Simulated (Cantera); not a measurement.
Feed: 1 mol HgO, 3.9 mol H₂, 41 mol N₂, at 600 °C and 22.0 mbar.

Equilibrium computed with Cantera from the NASA thermochemical tables; the gas is ideal and each condensed phase is pure. Candidate condensed phases: H₂O, Hg, HgO; 25 gas species. Kinetics and transport are ignored.

Base state: N₂ 0.893, H₂ 0.0632, H₂O 0.0218, Hg 0.0218 (mole fractions); condensed: gas only.

Q: What changes in the equilibrium state with this change: H₂ from 3.9 to 0.89 mol?

A: 
```
species  before    after
-------  ------  -------
N₂        0.893    0.955
Hg       0.0218   0.0233
H₂O      0.0218   0.0207
H₂       0.0632    <1e-9
O₂        <1e-9  0.00128
```
